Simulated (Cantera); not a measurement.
## Si + N₂O + H₂ (thermal oxidation and active oxidation of silicon)

A closed system holds: 1 mol Si, 0.07 mol N₂O, 130 mol H₂.

Method: chemical equilibrium by Gibbs-energy minimisation in Cantera with the NASA 1993 tables (ideal gas, pure condensed phases). Candidate condensed phases: H₂O, Si, SiO₂, Si₂N₂O, Si₃N₄; 35 gas species. Mutual solubility and eutectic melting of coexisting phases are not modelled. The numbers say what is thermodynamically allowed, not how fast it happens.

Q: Map the stable condensed phases over T = 1350, 1400, 1450, 1500, 1550, 1600, 1650, 1700, 1750, 1800, 1850, 1900, 1950, 2000 K and P in Pa = 0.10, 0.50, 2.5, 13, 63, 320, 1600, 7900, 40000, 200000, 1000000.

A: 
```
T in K \ P in Pa
            0.10    0.50     2.5      13      63     320    1600    7900   40000  200000 1000000
   2000        A       A       A       A       A       A       B       B       B       B       B
   1950        A       A       A       A       A       A       B       B       B       B       B
   1900        A       A       A       A       A       B       B       B       B       B       B
   1850        A       A       A       A       A       B       B       B       B       B       C
   1800        A       A       A       A       B       B       B       B       B       B       C
   1750        A       A       A       A       B       B       B       B       B       C       C
   1700        A       A       A       B       B       B       B       B       B       C       C
   1650        A       A       A       B       B       B       B       B       C       C       C
   1600        A       A       B       B       B       B       B       B       C       C       C
   1550        A       B       B       B       B       B       B       C       C       C       C
   1500        A       B       B       B       B       B       C       C       C       C       C
   1450        B       B       B       B       B       B       C       C       C       C       C
   1400        B       B       B       B       B       C       C       C       C       C       C
   1350        B       B       B       B       C       C       C       C       C       C       C
```
A: gas only; B: Si; C: Si + Si₂N₂O.
